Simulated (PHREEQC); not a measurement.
Dissolve 0.046 mol/kgw NaH2PO4, 0.00044 mol/kgw HNO3 and 2.3e-07 mol/kgw H4SiO4 at 25 °C. It is in equilibrium with CO2 at log p = -3.4 (atm). Otherwise closed; pH follows from the charge balance.

Computed with PHREEQC (ion-association model, phreeqc.dat).

| quantity | before | after |
|---|---|---|
| pH | 4.12 | 3.94 |
| H3PO4 (mol/kgw) | 0.000420 | 0.000330 |
| HPO4-2 (mol/kgw) | 6.53e-5 | 1.89e-5 |
| NaHPO4- (mol/kgw) | 2.77e-6 | 4.77e-7 |
| HCO3- (mol/kgw) | 9.51e-8 | 6.05e-8 |
| SI of Quartz (SiO2) | -2.65 | -2.65 |

Problem. Name the change that produced these shifts.
A) temperature from 25 to 75 °C
B) temperature from 25 to 65 °C
C) diluted 10-fold with water
D) NaH2PO4 from 0.046 to 0.023 mol/kgw
E) NaH2PO4 from 0.046 to 0.46 mol/kgw

Solution. D, NaH2PO4 from 0.046 to 0.023 mol/kgw

This is a speciation only: nothing precipitates in the calculation.
